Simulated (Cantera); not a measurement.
A diamond (100) surface in a fixed gas of H2 with x(CH4) = 0.0024, x(H) = 0.012, at 1000 K, 0.0260 bar; coverages are run to steady state.

Model: the Harris–Goodwin 1993 mechanism for the reconstructed diamond (100) surface, integrated in Cantera.

One state of this run: growth (µm/h) = 6.74; θ c6HH = 0.579; θ c6H* = 0.0178; θ c6*H = 0.363; θ c6** = 0.00938; θ c6HM = 0.0222. θ: site fractions in the mechanism's names (c6HH fully hydrogenated, c6H* and c6*H radical sites, c6** diradical, c6HM methylated).

### Question
Which value of x(CH3) does it belong to?
A. 0.00052
B. 0.0015
C. 8.1e-06
D. 0.0042

### Answer
A, 0.00052
